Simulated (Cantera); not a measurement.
Input: 1 mol CO2, 0.81 mol O2, held at 74.0 mbar.

Method: chemical equilibrium by Gibbs-energy minimisation in Cantera with the NASA 1993 tables (ideal gas, pure condensed phases). Candidate condensed phases: C; 23 gas species. Ions and electrons are included (thermal ionisation). Rates play no part.

x: gas mole fraction; nothing condenses.

```csv
T (K),x O,x O2,x CO,x CO2,x C
3000,0.245,0.346,0.276,0.133,3.44e-11
3250,?,?,0.301,?,?
3500,0.586,0.104,0.293,0.0164,8.21e-9
3750,0.669,0.0419,0.284,0.00542,8.64e-8
4000,0.702,0.0165,0.279,0.00195,7.36e-7
4250,0.715,0.00687,0.278,0.000781,5.05e-6
4500,0.720,0.00310,0.277,0.000344,2.84e-5
4750,0.722,?,0.276,?,?
5000,0.723,0.000788,0.276,8.53e-5,0.000541
```

Fill in the missing entries.


- 4750, x O2: 0.00151
- 4750, x CO2: 0.000165
- 4750, x C: 0.000134
- 3250, x O: 0.430
- 3250, x O2: 0.219
- 3250, x CO2: 0.0499
- 3250, x C: 6.29e-10
